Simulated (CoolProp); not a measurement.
A single-stage vapour-compression cycle with n-hexane: evaporating at 312.15 K (dew point), condensing at 381.15 K (bubble point), superheat 10 K, subcooling 0 K, compressor efficiency 0.6, no pressure losses. Each further row changes one setting.

Computed with CoolProp (reference Helmholtz-energy equation of state, Thol 2019).

```csv
case,cooling COP,pressure ratio,discharge temperature (K),refrigerating effect (kJ/kg),volumetric capacity (kJ/m³)
as stated,1.85,8.40,384.9,202,238
evaporating temperature 317.15 K,?,6.94,384.7,210,?
condensing temperature 376.15 K,2.09,?,381.3,215,253
subcooling 5 K,1.97,8.40,384.9,215,253
superheat 20 K,1.93,8.40,395.5,220,?
compressor efficiency 0.5,1.54,8.40,?,202,238
```

Q: Complete the blanks.

A: 
- evaporating temperature 317.15 K, cooling COP: 2.10
- evaporating temperature 317.15 K, volumetric capacity (kJ/m³): 296
- condensing temperature 376.15 K, pressure ratio: 7.42
- superheat 20 K, volumetric capacity (kJ/m³): 251
- compressor efficiency 0.5, discharge temperature (K): 394.9
